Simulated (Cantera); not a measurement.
A freely propagating, adiabatic, planar premixed flame of H2 : O2 : N2 = 1 : 0.185 : 0.696 (molar parts), unburnt at 448 K and 4.84 atm; mixture-averaged transport, grid criteria slope 0.08 and curve 0.16, no radiation.

Computed with Cantera and the H2/O2 subset of GRI-Mech 3.0, which has no nitrogen chemistry. The hydrogen kinetics of GRI-Mech 3.0 are dated; newer H2 mechanisms differ, most at raised pressure. Burning velocities carry a grid error of a few per cent, more on coarse grids.

What does this change do: O2 0.185 to 0.15 parts?


```tsv
quantity	before	after
laminar burning velocity	442 cm/s	271 cm/s
thermal thickness	0.0580 mm	0.0717 mm
peak x(H)	0.0353	0.0192
peak x(HO2)	0.000879	0.000668
peak x(O)	0.000899	0.000327
```

What does this change do: 0.062 parts H2O added?


```json
[
 {"quantity": "laminar burning velocity", "before": "442 cm/s", "after": "387 cm/s"},
 {"quantity": "thermal thickness", "before": "0.0580 mm", "after": "0.0581 mm"},
 {"quantity": "peak x(H)", "before": "0.0353", "after": "0.0290"},
 {"quantity": "peak x(HO2)", "before": "0.000879", "after": "0.000936"},
 {"quantity": "peak x(O)", "before": "0.000899", "after": "0.000709"}
]
```
